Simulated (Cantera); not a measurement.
Charge: 1 mol SiCl₄, 1.2 mol HCl, 0.39 mol H₂, at 950 K and 0.910 bar.

Method: chemical equilibrium by Gibbs-energy minimisation in Cantera with the NASA 1993 tables (ideal gas, pure condensed phases). Candidate condensed phases: Si; 19 gas species. The tables' values for SiCl₃ are old estimates; treat these amounts as uncertain. Kinetics and transport are ignored.

Base state: HCl 0.464, SiCl₄ 0.386, H₂ 0.150, SiHCl₃ 0.000572, SiCl₃ 1.37e-5 (mole fractions); condensed: gas only.

Problem. What changes in the equilibrium state with this change: H₂ from 0.39 to 3.1 mol?

Solution. 
```csv
species,before,after
H₂,0.150,0.583
HCl,0.464,0.229
SiCl₄,0.386,0.186
SiHCl₃,0.000572,0.00218
SiCl₃,1.37e-5,2.65e-5
```
